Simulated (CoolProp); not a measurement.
Vapour-liquid equilibrium of carbon dioxide (1) + R134a (2) at 261.5 K; x and y are mole fractions of (1).

The numbers come from the multi-fluid Helmholtz-energy mixture model, Span 1996 and Tillner-Roth 1994; pair parameters Bell 2016 in CoolProp.

```
x     bubble pressure, mixture model (MPa)  bubble pressure, Raoult's law (MPa)  y, mixture model  y, Raoult's law
----  ------------------------------------  -----------------------------------  ----------------  ---------------
0.05                                     …                               0.3048                 …            0.414
0.15                                0.4724                               0.5386             0.638            0.704
0.25                                     …                               0.7725                 …            0.818
0.35                                     …                                1.006             0.844            0.879
0.45                                 1.157                                1.240             0.888            0.917
0.55                                 1.391                                1.474             0.918            0.943
0.65                                 1.625                                1.708             0.941            0.962
0.75                                     …                                1.942             0.960            0.976
0.85                                 2.112                                2.176             0.976            0.987
0.95                                 2.381                                2.409             0.992            0.996
```

Q: Complete the blanks.

A: 
- 0.05, bubble pressure, mixture model (MPa): 0.2747
- 0.05, y, mixture model: 0.333
- 0.25, bubble pressure, mixture model (MPa): 0.6920
- 0.25, y, mixture model: 0.772
- 0.35, bubble pressure, mixture model (MPa): 0.9226
- 0.75, bubble pressure, mixture model (MPa): 1.863

The largest gap from Raoult's law is -12.3 % in bubble pressure, at x = 0.15. No azeotrope shows between x = 0.05 and 0.95.

Pair parameters are fitted to limited data, so mixtures are less certain than the pure fluids.
